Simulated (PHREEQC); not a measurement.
A solution holds 25 mmol/kgw HF and 2.2 mmol/kgw CaCl2, at 45 °C. Closed to the air; pH follows from the charge balance.

Model: ion-association model, phreeqc.dat, run in PHREEQC.

```csv
quantity,before,after
pH,2.48,2.58
ionic strength (mol/kgw),0.0102,0.00947
HF (mol/kgw),0.0211,0.0219
F- (mol/kgw),0.00330,0.00262
HF2- (mol/kgw),0.000298,0.000251
```

Q: What was changed between the two runs?
A. CaCl2 left out
B. diluted 5-fold with water
C. temperature from 45 to 70 °C

A: C, temperature from 45 to 70 °C

This is a speciation only: nothing precipitates in the calculation. Some of these states are supersaturated (in Fluorite, for instance). Constants without temperature data keep their 25 °C values here.
